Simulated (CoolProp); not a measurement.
Computed with CoolProp (reference Helmholtz-energy equation of state, Gao 2020).

Q: For ammonia, give the phase and the cp (kJ/(kg K)), speed of sound (m/s), expansivity (1/kK), viscosity (µPa s) at 481.9 K and 12 MPa.

A: 
- 481.9 K and 12 MPa: supercritical; cp 3.92, speed of sound 480, expansivity 4.90, viscosity 18.6

Viscosity comes from a separate model (Fenghour 1995).
